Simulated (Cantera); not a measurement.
Input: 1 mol SiC, 0.12 mol CO₂, 11 mol H₂, equilibrated at 2048 K and 5.00 mbar.

Method: chemical equilibrium by Gibbs-energy minimisation in Cantera with the NASA 1993 tables (ideal gas, pure condensed phases). Candidate condensed phases: C, C₆H₆, C₇H₈, C₈H₁₈, H₂O, Si, SiC, SiO₂; 123 gas species. Gases not in the tables: Si₂H₆ and higher silanes. Equilibrium is a limit: real reactors are often held back by kinetics, nucleation or transport.

Base state: H₂ 0.944, H 0.0308, CO 0.0178, Si 0.00403, SiO 0.00310, SiH 0.000168, Si₂C 0.000135, C₂H₂ (acetylene) 5.91e-5 (mole fractions); condensed: SiC(s).

### Question
What changes in the equilibrium state with this change: temperature from 2048 K to 1798 K?

### Answer
```
species             before     after
----------------  --------  --------
H₂                   0.944     0.974
CO                  0.0178    0.0160
SiO                0.00310   0.00526
H                   0.0308   0.00491
Si                 0.00403  0.000113
SiC₂               1.24e-5   2.75e-8
Si₂C              0.000135   1.19e-6
Si₂                1.25e-5   1.25e-7
C₂H₂ (acetylene)   5.91e-5   2.83e-6
SiH               0.000168   9.09e-6
SiC(s), mol          0.912     0.939
```

### Question
What changes in the equilibrium state with this change: CO₂ from 0.12 to 0.21 mol?

### Answer
```
species            before    after
----------------  -------  -------
H₂                  0.944    0.928
H                  0.0308   0.0305
CO                 0.0178   0.0295
SiO               0.00310  0.00657
C₂H₂ (acetylene)  5.91e-5  4.53e-5
Si₂               1.25e-5  1.60e-5
SiC(s), mol         0.912    0.863
```
